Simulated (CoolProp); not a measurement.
Vapour-liquid equilibrium of R134a (1) + R227EA (2) at 1530 kPa; x and y are mole fractions of (1).

Model: multi-fluid Helmholtz-energy mixture model, Tillner-Roth 1994 and Lemmon 2016; pair parameters Bell 2016, in CoolProp.

Question: Give the bubble temperature and the first vapour's composition at x = 0.5, 0.65, 0.95. Is there an azeotrope?

Answer: x = 0.5: 62.0 °C, y = 0.558; x = 0.65: 59.9 °C, y = 0.697; x = 0.95: 56.5 °C, y = 0.957. No azeotrope shows between x = 0.05 and 0.95.

The pair parameters rest on a limited set of measurements; away from them the model extrapolates.
